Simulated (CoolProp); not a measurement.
Computed with CoolProp (reference Helmholtz-energy equation of state, Lemmon 2006). It is a short technical equation, of lower accuracy than the large ones.

**Question.** Give the vapour pressure (bar), liquid density (kg/m³), enthalpy of vaporisation (kJ/kg), liquid cp (kJ/(kg K)) of saturated C3F8 (R218) at 5.65 °C.

**Answer.** 
| T (°C) | p (bar) | liquid density (kg/m³) | enthalpy of vaporisation (kJ/kg) | liquid cp (kJ/(kg K)) |
|---|---|---|---|---|
| 5.65 | 4.96 | 1430 | 87.0 | 1.09 |
